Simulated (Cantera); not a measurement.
A perfectly stirred reactor is fed with C2H6 : N2 = 1 : 940 (molar parts), at 200 Pa; it is held at 1500 K, and followed from long to short residence time.

Model: GRI-Mech 3.0 (53 species, 325 reactions), integrated in Cantera. GRI-Mech 3.0 stops at C3 and has no aromatics, soot or wall deposition, so with more carbon than oxygen in the feed, carbon stays in small species such as C2H2 where larger ones or solid carbon would form. Radical loss at walls, strong at low pressure, is not modelled.

**Question.** Predict: x(C2H6) at τ = 11.0 s; x(CH2) at τ = 11.0 s; x(H2) at τ = 11.0 s; x(HCN) at τ = 11.0 s; x(CH4) at τ = 11.0 s; x(C2H6) at τ = 43.0 ms; x(CH2) at τ = 43.0 ms; x(H2) at τ = 43.0 ms; x(HCN) at τ = 43.0 ms; x(CH4) at τ = 43.0 ms.

**Answer.** 
```
Quantity                   Value
----------------------  --------
x(C2H6) at τ = 11.0 s    4.52e-6
x(CH2) at τ = 11.0 s     5.73e-7
x(H2) at τ = 11.0 s      0.00189
x(HCN) at τ = 11.0 s     5.55e-5
x(CH4) at τ = 11.0 s     7.59e-5
x(C2H6) at τ = 43.0 ms  0.000547
x(CH2) at τ = 43.0 ms    1.53e-6
x(H2) at τ = 43.0 ms    0.000278
x(HCN) at τ = 43.0 ms    1.30e-6
x(CH4) at τ = 43.0 ms    2.36e-5
```
